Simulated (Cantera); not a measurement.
Chlorosilane synthesis and conversion: Si + Cl2 + H2

Input: 1 mol Si, 3 mol Cl2, 7.7 mol H2, held at 1548.15 K and 0.133 bar.

These are equilibrium values from Cantera (NASA tables, ideal gas, pure condensed phases), not measurements of a reactor. Candidate condensed phases: Si; 19 gas species. The tables' values for SiCl3 are old estimates; treat these amounts as uncertain. Equilibrium is a limit: real reactors are often held back by kinetics, nucleation or transport.

| Quantity | Value |
|---|---|
| x(H2) | 0.571 |
| x(HCl) | 0.333 |
| x(SiCl2) | 0.0601 |
| x(SiCl3) | 0.0179 |
| x(SiCl4) | 0.0148 |
| x(SiHCl3) | 0.00311 |
| x(SiH2Cl2) | 0.000106 |
| x(H) | 6.38e-5 |
| x(Cl) | 2.98e-5 |
| gas amount | 10.42 mol |
| log10 activity of Si(s) (absent) | -1.03 |
